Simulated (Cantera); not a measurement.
A freely propagating, adiabatic, planar premixed flame of 8.80 % CH4, 4.75 % H2, 18.1 % O2, 68.3 % N2, equivalence ratio 1.1, unburnt at 625 K and 1.00 bar; multicomponent transport, grid criteria slope 0.08 and curve 0.16, no radiation.

Model: GRI-Mech 3.0 (53 species, 325 reactions), integrated in Cantera. Burning velocities carry a grid error of a few per cent, more on coarse grids.

### Question
Predict: laminar burning velocity; thermal thickness; peak x(C2H); peak x(O); peak x(CH2O).

### Answer
- laminar burning velocity: 189 cm/s
- thermal thickness: 0.285 mm
- peak x(C2H): 6.39e-7
- peak x(O): 0.00473
- peak x(CH2O): 0.00108
